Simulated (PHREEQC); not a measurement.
# Hard or scaling water (model solution)

A solution holds 0.13 mol/kgw MgCl2, 0.0076 mol/kgw CO2 and 4.9e-06 mol/kgw H4SiO4, at 90 °C. Closed to the air; pH follows from the charge balance.

Model: ion-association model, phreeqc.dat, run in PHREEQC.

pH: 4.09
ionic strength: 0.390 mol/kgw
activity of water: 0.993
specific conductance: 59100 µS/cm
density: 0.976 g/cm³

```
species  molality  activity   log γ
-------  --------  --------  ------
Cl-         0.260     0.164  -0.200
Mg+2        0.130    0.0329  -0.596
CO2       0.00748   0.00818   0.039
H+       0.000109   8.16e-5  -0.125
HCO3-     6.17e-5   4.17e-5  -0.170
MgHCO3+   4.70e-5   2.98e-5  -0.198
(CO2)2    4.96e-6   5.43e-6   0.039
H4SiO4    4.90e-6   5.36e-6   0.039
MgOH+     2.57e-7   1.80e-7  -0.153
```

This is a speciation only: nothing precipitates in the calculation. Complexes and solids missing from the database can't appear. At this temperature some constants are extrapolated from 25 °C, and those without enthalpy data are left unchanged.
